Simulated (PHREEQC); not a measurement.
Make-up at 63 °C: 0.0018 mol H3PO4, 0.047 mol KOH and 0.14 mol NaCl per kg of water. Closed to the air; pH follows from the charge balance.

Model: ion-association model, wateq4f.dat, run in PHREEQC.

Each row changes one thing in this solution. No solid was allowed to form.

```csv
case,pH,HPO4-2 (mol/kgw),NaHPO4- (mol/kgw),H2PO4- (mol/kgw),SI of Halite (NaCl)
as made,11.44,0.000786,5.95e-5,1.46e-8,-3.66
temperature from 63 to 65 °C,11.39,0.000813,6.12e-5,1.65e-8,-3.66
KOH left out,2.92,2.27e-7,1.91e-8,0.00151,-3.63
temperature from 63 to 15 °C,…,0.000153,1.28e-5,1.60e-10,-3.54
KOH from 0.047 to 0.0517 mol/kgw,11.48,…,5.55e-5,1.23e-8,-3.66
H3PO4 replaced by (NH4)2HPO4 at the same molality,11.44,0.000786,5.95e-5,1.46e-8,-3.66
```

Task: Some entries are withheld; supply them.

Result: 
- temperature from 63 to 15 °C, pH: 12.82
- KOH from 0.047 to 0.0517 mol/kgw, HPO4-2 (mol/kgw): 0.000740

Species that the database lacks are ignored. H3PO4, which wateq4f.dat lacks, is added to it with the constant of phreeqc.dat. Away from 25 °C the constants follow the database's enthalpies or fits; those with neither stay at their 25 °C values.
